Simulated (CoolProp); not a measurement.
Vapour-liquid equilibrium of isopentane (1) + R365MFC (2) at 0.367 MPa; x and y are mole fractions of (1).

Computed with CoolProp (multi-fluid Helmholtz-energy mixture model, Lemmon 2006 and Lemmon 2016; pair parameters Bell 2016).

Task: Give the bubble temperature and the first vapour's composition at x = 0.5, 0.575, 0.65. Is there an azeotrope?

Result: x = 0.5: 64.1 °C, y = 0.583; x = 0.575: 63.8 °C, y = 0.612; x = 0.65: 63.7 °C, y = 0.643. y crosses x between x = 0.575 and 0.65: the model has an azeotrope there.

Pair parameters are fitted to limited data, so mixtures are less certain than the pure fluids.
